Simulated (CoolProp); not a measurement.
Vapour-liquid equilibrium of isohexane (1) + ethanol (2) at 395.6 K; x and y are mole fractions of (1).

Computed with CoolProp (multi-fluid Helmholtz-energy mixture model, Lemmon 2006 and Schroeder 2014; pair parameters Bell 2016).

**Question.** Give the bubble pressure and the first vapour's composition at x = 0.35, 0.45, 0.75. Is there an azeotrope?

**Answer.** x = 0.35: 0.7196 MPa, y = 0.478; x = 0.45: 0.7300 MPa, y = 0.511; x = 0.75: 0.7084 MPa, y = 0.627. y crosses x between x = 0.45 and 0.55: the model has an azeotrope there.

Pair parameters are fitted to limited data, so mixtures are less certain than the pure fluids. With so large a gap from Raoult's law the liquid may split in two, which this calculation doesn't test in full.
